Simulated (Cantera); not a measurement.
Input: 1 mol CH₃SiCl₃, 0.91 mol C₂H₄, 9.4 mol H₂, equilibrated at 750 °C and 7.80 mbar.

Cantera equilibrium calculation (NASA polynomials, part measured and part estimated; ideal gas, pure solids and liquids). Candidate condensed phases: C, C₆H₆, C₇H₈, C₈H₁₈, Si, SiC; 109 gas species. The feed counts by its element totals alone. The tables' values for SiCl₃ are old estimates; treat these amounts as uncertain. The numbers say what is thermodynamically allowed, not how fast it happens.

Base state: H₂ 0.818, HCl 0.171, SiCl₄ 0.0102, SiHCl₃ 0.000415, CH₄ 0.000391, SiCl₃ 0.000121, SiCl₂ 3.01e-5 (mole fractions); condensed: C(graphite) + SiC(s).

Task: What changes in the equilibrium state with this change: H₂ from 9.4 to 220 mol?

Result: 
```json
[
 {"species": "H₂", "before": "0.818", "after": "0.986"},
 {"species": "HCl", "before": "0.171", "after": "0.0133"},
 {"species": "CH₄", "before": "0.000391", "after": "0.000568"},
 {"species": "SiCl₄", "before": "0.0102", "after": "2.63e-7"},
 {"species": "SiCl₃", "before": "0.000121", "after": "4.36e-8"},
 {"species": "SiHCl₃", "before": "0.000415", "after": "1.64e-7"},
 {"species": "SiCl₂", "before": "3.01e-5", "after": "1.53e-7"},
 {"species": "C(graphite), mol", "before": "1.97", "after": "1.69"},
 {"species": "SiC(s), mol", "before": "0.848", "after": "1.000"}
]
```
